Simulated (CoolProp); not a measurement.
Hydrogen sulfide at 257.14 K and 0.408 MPa is throttled through a valve to 0.131 MPa with no heat exchange. Each further row changes one setting.

The numbers come from the reference Helmholtz-energy equation of state, Lemmon 2006 in CoolProp. It is a short technical equation, of lower accuracy than the large ones.

```csv
case,temperature change (K),final density (kg/m³)
as stated,-7.1,2.19
outlet pressure 0.0393 MPa,-9.5,0.654
outlet pressure 0.17 MPa,-6.0,2.84
```
